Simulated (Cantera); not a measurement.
Mixture: 16.9 % CH₄, 16.9 % O₂, 66.1 % N₂, equivalence ratio 2.0, at 31.0 bar, adiabatic and at constant pressure. Ignition delay is the time to a rise of 400 K.

Detailed kinetics in Cantera: GRI-Mech 3.0 (53 species, 325 reactions). The pressure lies above the range GRI-Mech 3.0 was tuned for (to about 10 atm).

Q: Predict: delay at 1198 K; delay at 1298 K; delay at 1398 K; delay at 1498 K; apparent activation energy between 1448 and 1548 K.

A: 
| Item | Result |
|---|---|
| delay at 1198 K | 1.92 ms |
| delay at 1298 K | 0.638 ms |
| delay at 1398 K | 0.236 ms |
| delay at 1498 K | 93.9 µs |
| apparent activation energy between 1448 and 1548 K | 170 kJ/mol |
